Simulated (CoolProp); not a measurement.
A closed Brayton cycle with carbon dioxide: compressor inlet 332.15 K and 9.3 MPa, high pressure 28.1 MPa, turbine inlet 815 K, compressor efficiency 0.8, turbine efficiency 0.93, recuperator effectiveness 0.9 (on enthalpy, no pinch check). Each further row changes one setting.

Values from CoolProp's reference Helmholtz-energy equation of state, Span 1996.

```csv
case,thermal efficiency (%),net work (kJ/kg),compressor to turbine work,compressor exit (K),turbine exit (K)
as stated,32.5,83.3,0.43,426.1,679.7
turbine inlet 765 K,30.2,72.8,0.47,426.1,634.6
compressor inlet 342.15 K,30.8,75.6,0.48,444.0,679.7
high pressure 23.9 MPa,31.9,74.9,0.41,411.8,698.9
recuperator effectiveness 0.5,22.3,83.3,0.43,426.1,679.7
```
